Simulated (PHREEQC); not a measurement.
A solution holds 0.079 mol/kgw MgCl2, 0.0011 mol/kgw Na2SO4 and 0.00086 mol/kgw H4SiO4, at 35 °C. Closed to the air; pH follows from the charge balance.

The numbers come from PHREEQC with the ion-association model, wateq4f.dat.

Each row changes one thing in this solution. Precipitation was switched off in this run.

| case | pH | MgSO4 (mol/kgw) | SO4-2 (mol/kgw) | NaSO4- (mol/kgw) | MgOH+ (mol/kgw) | HSO4- (mol/kgw) | SI of Epsomite (MgSO4:7H2O) | SI of Halite (NaCl) |
|---|---|---|---|---|---|---|---|---|
| as made | 6.17 | 0.000725 | 0.000373 | 1.17e-6 | 4.33e-7 | 1.16e-8 | -3.53 | -5.36 |
| MgCl2 from 0.079 to 0.158 mol/kgw | 6.09 | 0.000785 | 0.000314 | 7.69e-7 | 6.68e-7 | 9.61e-9 | -3.49 | -5.11 |
| H4SiO4 from 0.00086 to 0.00043 mol/kgw | 6.23 | 0.000725 | 0.000373 | 1.17e-6 | 4.92e-7 | 1.02e-8 | -3.53 | -5.36 |
| temperature from 35 to 50 °C | 5.98 | 0.000791 | 0.000308 | 1.02e-6 | 9.06e-7 | 2.10e-8 | -3.74 | -5.40 |
| temperature from 35 to 25 °C | 6.30 | 0.000672 | 0.000427 | 1.29e-6 | 2.45e-7 | 8.04e-9 | -3.39 | -5.33 |
| diluted 2-fold with water | 6.30 | 0.000331 | 0.000218 | 4.39e-7 | 3.29e-7 | 6.07e-9 | -3.88 | -5.91 |
| H4SiO4 left out | 6.30 | 0.000725 | 0.000374 | 1.17e-6 | 5.84e-7 | 8.59e-9 | -3.53 | -5.36 |
| MgCl2 from 0.079 to 0.0395 mol/kgw | 6.23 | 0.000660 | 0.000439 | 1.76e-6 | 2.79e-7 | 1.43e-8 | -3.58 | -5.60 |
| H4SiO4 from 0.00086 to 8.6e-05 mol/kgw | 6.28 | 0.000725 | 0.000374 | 1.17e-6 | 5.61e-7 | 8.94e-9 | -3.53 | -5.36 |

Complexes and solids missing from the database can't appear. Some of these states are supersaturated (in Quartz (slow to form), Chalcedony (slow to form), for instance). Away from 25 °C the constants follow the database's enthalpies or fits; those with neither stay at their 25 °C values.
